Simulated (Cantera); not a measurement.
A perfectly stirred reactor is fed with H2 : O2 = 0.14 : 1 (molar parts), equivalence ratio 0.070, at 0.0263 atm; it is held at 1125 K, and followed from long to short residence time.

Model: GRI-Mech 3.0 (53 species, 325 reactions), integrated in Cantera. Radical loss at walls, strong at low pressure, is not modelled. The temperature is held fixed by assumption; the heat of reaction is taken as removed at once.

Q: What does this change do: O2 1 to 6.4 parts?

A: 
| quantity | before | after |
|---|---|---|
| x(H2) at τ = 10.0 s | 7.77e-5 | 2.40e-5 |
| x(O2) at τ = 10.0 s | 0.869 | 0.978 |
| x(O) at τ = 10.0 s | 0.000213 | 0.000198 |
| x(HO2) at τ = 10.0 s | 1.84e-6 | 5.24e-7 |
| x(H) at τ = 10.0 s | 9.04e-6 | 2.94e-6 |
| x(H2) at τ = 26.0 ms | 0.00286 | 0.000739 |
| x(O2) at τ = 26.0 ms | 0.858 | 0.971 |
| x(O) at τ = 26.0 ms | 0.00931 | 0.00612 |
| x(HO2) at τ = 26.0 ms | 1.39e-5 | 4.15e-6 |
| x(H) at τ = 26.0 ms | 0.00311 | 0.000707 |

Q: What does this change do: temperature 1125 to 1198 K?

A: 
| quantity | before | after |
|---|---|---|
| x(H2) at τ = 10.0 s | 7.77e-5 | 5.79e-5 |
| x(O2) at τ = 10.0 s | 0.869 | 0.869 |
| x(O) at τ = 10.0 s | 0.000213 | 0.000275 |
| x(HO2) at τ = 10.0 s | 1.84e-6 | 1.38e-6 |
| x(H) at τ = 10.0 s | 9.04e-6 | 1.07e-5 |
| x(H2) at τ = 26.0 ms | 0.00286 | 0.00225 |
| x(O2) at τ = 26.0 ms | 0.858 | 0.854 |
| x(O) at τ = 26.0 ms | 0.00931 | 0.0125 |
| x(HO2) at τ = 26.0 ms | 1.39e-5 | 1.13e-5 |
| x(H) at τ = 26.0 ms | 0.00311 | 0.00360 |
